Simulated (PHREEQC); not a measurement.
Solution (25 °C): 0.0022 mol/kgw HF and 0.0015 mol/kgw NH4HF2. Closed to the air; pH follows from the charge balance.

Equilibrium calculation in PHREEQC: ion-association model, phreeqc.dat.

Each row changes one thing in this solution. Precipitation was switched off in this run.

| case | pH | ionic strength (mol/kgw) | HF (mol/kgw) | F- (mol/kgw) | HF2- (mol/kgw) |
|---|---|---|---|---|---|
| as made | 3.08 | 0.00238 | 0.00280 | 0.00235 | 2.53e-5 |
| HF from 0.0022 to 0.00044 mol/kgw | 3.31 | 0.00202 | 0.00141 | 0.00201 | 1.09e-5 |
| NH4HF2 from 0.0015 to 0.00225 mol/kgw | 3.09 | 0.00312 | 0.00354 | 0.00307 | 4.18e-5 |
| 0.00097 mol/kgw K2SO4 added | 3.09 | 0.00519 | 0.00274 | 0.00241 | 2.53e-5 |
| 0.00028 mol/kgw KCl added | 3.08 | 0.00266 | 0.00279 | 0.00236 | 2.53e-5 |
| temperature from 25 to 75 °C | (withheld) | 0.00196 | 0.00321 | 0.00194 | 2.70e-5 |
| temperature from 25 to 40 °C | (withheld) | 0.00224 | 0.00293 | 0.00221 | 2.73e-5 |
| temperature from 25 to 55 °C | (withheld) | 0.00211 | 0.00306 | 0.00209 | 2.79e-5 |
| NH4HF2 replaced by KHF2 at the same molality | 3.08 | 0.00238 | 0.00280 | 0.00235 | 2.53e-5 |

Complete the blanks.


- temperature from 25 to 75 °C, pH: 3.36
- temperature from 25 to 40 °C, pH: 3.15
- temperature from 25 to 55 °C, pH: 3.23

Complexes and solids missing from the database can't appear. Away from 25 °C the constants follow the database's enthalpies or fits; those with neither stay at their 25 °C values.
